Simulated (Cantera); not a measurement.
Input: 1 mol TEOS, 0.92 mol H₂O, 45 mol N₂, 1.4 mol CO₂, equilibrated at 1.33 mbar.

Equilibrium computed with Cantera from the NASA thermochemical tables; the gas is ideal and each condensed phase is pure. Candidate condensed phases: C, C₆H₆, C₇H₈, C₈H₁₈, H₂O, Si, SiC, SiO₂, Si₂N₂O, Si₃N₄; 151 gas species. The feed counts by its element totals alone. N₂ is the only nitrogen source here; it is nearly inert below about 1500 K, so the nitride shown seldom forms there in practice. The tables' values for SiN are old estimates; treat these amounts as uncertain. Rates play no part.

x: gas mole fraction; n: condensed amount in mol.

```
T (K)   x N₂   x H₂    x CO       x H      x Si     x HCN     x SiO  n C(graphite)  n SiO₂(α-quartz)  n SiO₂(β-quartz)  n Si₂N₂O(s)  n SiC(s)
-----  -----  -----  ------  --------  --------  --------  --------  -------------  ----------------  ----------------  -----------  --------
800    0.731  0.177  0.0903  3.34e-11    <1e-12   3.37e-8    <1e-12           3.77              1.00                 0            0         0
900    0.730  0.177  0.0926   1.35e-9    <1e-12   3.14e-7    <1e-12           3.69                 0              1.00            0         0
1000   0.730  0.177  0.0928   2.62e-8    <1e-12   1.87e-6  7.78e-12           3.68                 0              1.00            0         0
1100   0.710  0.174   0.115       ___    <1e-12       ___       ___           2.18                 0                 0        0.500         0
1200   0.710  0.174   0.115   2.26e-6    <1e-12   2.62e-5   2.38e-7           2.18                 0                 0        0.500         0
1300   0.710  0.174   0.115   1.26e-5  6.68e-12   7.28e-5   5.96e-6           2.18                 0                 0        0.500         0
1400   0.710  0.174   0.115   5.56e-5   1.92e-9  0.000175   9.33e-5           2.17                 0                 0        0.497         0
1500   0.707  0.171   0.121  0.000200   5.75e-8  0.000368  0.000237          0.686                 0                 0            0     0.985
1600   0.707  0.171   0.121  0.000615   7.69e-7  0.000711  0.000351          0.678                 0                 0            0     0.978
1700   0.706  0.170   0.121   0.00166   7.55e-6   0.00127  0.000494          0.659                 0                 0            0     0.968
1800   0.705  0.168   0.120   0.00402   5.74e-5   0.00211  0.000669          0.625                 0                 0            0     0.953
1900   0.702  0.165   0.120   0.00882  0.000351   0.00331  0.000874          0.585                 0                 0            0     0.920
2000   0.697  0.158   0.119       ___       ___       ___       ___          0.589                 0                 0            0       ___
2100   0.686  0.147   0.117    0.0327   0.00780   0.00681   0.00136          0.857                 0                 0            0     0.319
```

Question: Fill in the missing entries.

Answer: 
- 2000, x H: 0.0177
- 2000, x Si: 0.00179
- 2000, x HCN: 0.00490
- 2000, x SiO: 0.00111
- 2000, n SiC(s): 0.800
- 1100, x H: 2.96e-7
- 1100, x HCN: 7.82e-6
- 1100, x SiO: 5.22e-9
